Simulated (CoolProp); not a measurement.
The fluid at 940.77 K and 11.7 MPa flows at 8.5 m/s in a round tube of 2 mm bore and 15 µm roughness, fully developed (64/Re and Nu = 3.66 if laminar; Colebrook and Gnielinski if turbulent). The same conditions are run with several fluids, on thermodynamics alone (safety and materials aside).

Model: reference Helmholtz-energy equation of state of each fluid (carbon dioxide: Span 1996; nitrogen: Span 2000; oxygen: Schmidt 1985; dry air: Lemmon 2000), in CoolProp. Blends and air are pseudo-pure fits.

| fluid | Reynolds number | Darcy friction factor | pressure drop (Pa/m) | heat-transfer coefficient (W/(m² K)) | mass flow (kg/h) |
|---|---|---|---|---|---|
| carbon dioxide | 27200 | 0.0370 | 42900 | 3630 | 6.18 |
| nitrogen | 16900 | 0.0383 | 27800 | 2140 | 3.86 |
| oxygen | 16300 | 0.0384 | 32200 | 2280 | 4.46 |
| dry air | 16800 | 0.0383 | 28900 | 2180 | 4.01 |

Above 300 K oxygen's equation is extrapolated.

Transport values come from each fluid's own correlations.
